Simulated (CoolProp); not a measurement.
The numbers come from the reference Helmholtz-energy equation of state, Lemmon 2006 in CoolProp. It is a short technical equation, of lower accuracy than the large ones.

Give the vapour pressure (MPa), vapour density (kg/m³), enthalpy of vaporisation (kJ/kg), surface tension (mN/m) of saturated CH3F (R41) at 193.2, 208.6, 216.3 K.


```tsv
T (K)	p (MPa)	vapour density (kg/m³)	enthalpy of vaporisation (kJ/kg)	surface tension (mN/m)
193.2	0.0927	2.05	490	15.7
208.6	0.205	4.31	468	13.3
216.3	0.291	6.00	456	12.2
```

Surface tension comes from a separate correlation (Mulero 2012).
